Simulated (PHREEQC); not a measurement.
Make-up at 75 °C: 3.9 mmol/kgw Cu(BF4)2, 0.43 mmol/kgw HNO3 and 1.5 mmol/kgw H3BO3. Closed to the air; pH follows from the charge balance.

All values are PHREEQC results (ion-association model, phreeqc.dat), not measurements.

* **pH**: 3.04
* **ionic strength**: 0.0124 mol/kgw
* **total alkalinity**: -23.8 meq/kg

| species | molality | activity | log γ |
|---|---|---|---|
| HF | 0.00693 | 0.00695 | 0.001 |
| BF4- | 0.00456 | 0.00402 | -0.055 |
| Cu+2 | 0.00376 | 0.00234 | -0.206 |
| H3BO3 | 0.00328 | 0.00329 | 0.001 |
| F- | 0.00216 | 0.00190 | -0.056 |
| H+ | 0.00102 | 0.000914 | -0.047 |
| BF2(OH)2- | 0.000780 | 0.000688 | -0.055 |
| BF3OH- | 0.000680 | 0.000600 | -0.055 |
| NO3- | 0.000430 | 0.000378 | -0.057 |
| CuF+ | 0.000136 | 0.000120 | -0.055 |
| HF2- | 6.51e-5 | 5.74e-5 | -0.055 |

This is a speciation only: nothing precipitates in the calculation. Species that the database lacks are ignored. Away from 25 °C the constants follow the database's enthalpies or fits; those with neither stay at their 25 °C values. Real BF4- forms and hydrolyses slowly; the run takes it at equilibrium.
